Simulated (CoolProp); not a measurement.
Properties of n-pentane along the isobar 3.53 MPa (Tc = 196.5 °C, pc = 3.368 MPa, ω = 0.251).

Values from CoolProp's reference Helmholtz-energy equation of state, Thol 2019.

| T (°C) | phase | density (kg/m³) | cv (kJ/(kg K)) | Joule-Thomson coefficient (K/MPa) | expansivity (1/kK) | conductivity (mW/(m K)) |
|---|---|---|---|---|---|---|
| -98.05 | liquid | 736.6 | 1.455 | ___ | 1.206 | 158 |
| -79.05 | liquid | 719.8 | 1.468 | ___ | 1.225 | 152 |
| -60.15 | liquid | 703.2 | 1.494 | -0.5167 | 1.255 | ___ |
| -41.15 | liquid | 686.3 | 1.532 | -0.4940 | 1.295 | 139 |
| -22.25 | liquid | 669.4 | 1.580 | -0.4665 | 1.346 | ___ |
| -3.25 | liquid | 652.1 | 1.637 | -0.4340 | 1.411 | 125 |
| 15.65 | liquid | 634.5 | 1.699 | -0.3966 | ___ | 118 |
| 34.65 | liquid | 616.2 | 1.767 | -0.3529 | 1.592 | 111 |
| 53.55 | liquid | 597.3 | ___ | -0.3017 | 1.718 | 104 |
| 72.55 | liquid | 577.2 | ___ | -0.2392 | 1.881 | 98.3 |
| 91.45 | liquid | 556.0 | 1.988 | ___ | 2.096 | 92.8 |
| 110.35 | liquid | 533.0 | 2.066 | -0.05642 | 2.391 | 87.7 |

**Question.** Fill in the missing entries.

**Answer.** 
- -98.05, Joule-Thomson coefficient (K/MPa): -0.5453
- -79.05, Joule-Thomson coefficient (K/MPa): -0.5339
- -60.15, conductivity (mW/(m K)): 146
- -22.25, conductivity (mW/(m K)): 132
- 15.65, expansivity (1/kK): 1.491
- 53.55, cv (kJ/(kg K)): 1.838
- 72.55, cv (kJ/(kg K)): 1.912
- 91.45, Joule-Thomson coefficient (K/MPa): -0.1608

Thermal conductivity comes from a separate model (Vassiliou 2015).
